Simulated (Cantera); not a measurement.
Feed: 1 mol SiH4, 18 mol N2, equilibrated at 47.3 Torr.

Method: chemical equilibrium by Gibbs-energy minimisation in Cantera with the NASA 1993 tables (ideal gas, pure condensed phases). Candidate condensed phases: Si, Si3N4; 18 gas species. The numbers say what is thermodynamically allowed, not how fast it happens. All values below are at 1573 K.

Base state: N2 0.897, H2 0.103, H 5.21e-5 (mole fractions); condensed: Si3N4(s).

### Question
What changes in the equilibrium state with this change: SiH4 replaced by Si3H8?

### Answer
```csv
species,before,after
N2,0.897,0.800
H2,0.103,0.200
H,5.21e-5,7.24e-5
"Si3N4(s), mol",0.333,1.00
```
The feed counts by its element totals alone.
